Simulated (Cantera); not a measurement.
Pyrogenic steam for wet oxidation

An isothermal, constant-pressure homogeneous reactor starts with 35.4 % H2, 20.8 % O2, 43.7 % N2, equivalence ratio 0.85, at 1300 K and 0.987 atm.

Computed with Cantera and the H2/O2 subset of GRI-Mech 3.0, which has no nitrogen chemistry. The temperature is held fixed by assumption; the heat of reaction is taken as removed at once.

| t (s) | x H2 | x O2 | x H | x HO2 | x O | x OH | x H2O |
|---|---|---|---|---|---|---|---|
| 2.00e-5 | 0.241 | 0.160 | 0.0558 | 0.000114 | 0.00920 | 0.00612 | 0.0858 |
| 6.54e-5 | 0.0113 | 0.0427 | 0.00374 | 7.16e-5 | 0.00146 | 0.00292 | 0.411 |
| 0.000214 | 0.00145 | 0.0384 | 0.000101 | 3.05e-5 | 0.000105 | 0.000692 | 0.428 |
| 0.000700 | 0.000179 | 0.0380 | 4.20e-6 | 6.01e-6 | 1.07e-5 | 0.000233 | 0.430 |
| 0.00229 | 1.62e-5 | 0.0380 | 1.84e-7 | 7.17e-7 | 1.66e-6 | 9.78e-5 | 0.430 |
| 0.00749 | 1.87e-6 | 0.0380 | 1.31e-8 | 1.15e-7 | 3.70e-7 | 4.67e-5 | 0.430 |
| 0.0245 | 4.73e-7 | 0.0380 | 2.00e-9 | 3.62e-8 | 1.07e-7 | 2.51e-5 | 0.430 |
| 0.0801 | 2.22e-7 | 0.0380 | 6.30e-10 | 2.28e-8 | 4.41e-8 | 1.61e-5 | 0.430 |
| 0.262 | 1.93e-7 | 0.0380 | 4.91e-10 | 2.16e-8 | 3.48e-8 | 1.43e-5 | 0.430 |
| 0.857 | 1.93e-7 | 0.0380 | 4.89e-10 | 2.15e-8 | 3.47e-8 | 1.42e-5 | 0.430 |
| 2.80 | 1.93e-7 | 0.0380 | 4.89e-10 | 2.15e-8 | 3.47e-8 | 1.42e-5 | 0.430 |
| 9.17 | 1.93e-7 | 0.0380 | 4.89e-10 | 2.15e-8 | 3.47e-8 | 1.42e-5 | 0.430 |
| 30.0 | 1.93e-7 | 0.0380 | 4.89e-10 | 2.15e-8 | 3.47e-8 | 1.42e-5 | 0.430 |
x: mole fraction; the columns are a selection and need not sum to one.

Equilibrium at this temperature and pressure: H2 1.93e-7, O2 0.0380, H 4.89e-10, HO2 2.15e-8, O 3.47e-8, OH 1.42e-5, H2O 0.430 (gas phase only).
